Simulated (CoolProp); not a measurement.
Saturation properties of dimethyl carbonate (Tc = 557.0 K, pc = 49.09 bar, ω = 0.346).

The numbers come from the reference Helmholtz-energy equation of state, Zhou 2011 in CoolProp.

```tsv
T (K)	p (bar)	liquid density (kg/m³)	enthalpy of vaporisation (kJ/kg)
417.3	4.380	892.4	334.8
427.6	5.519	875.6	326.0
438	6.885	858.1	316.7
448.4	8.493	839.9	306.9
458.7	10.35	821.2	296.5
469.1	12.53	801.4	285.3
479.5	15.04	780.4	273.1
489.9	17.91	758.1	259.8
500.2	21.16	734.1	245.1
510.6	24.89	707.2	228.1
521	29.13	676.5	208.3
531.4	33.95	639.7	183.9
541.7	39.40	591.9	151.7
```

It boils at 363.3 K under 1 atm.
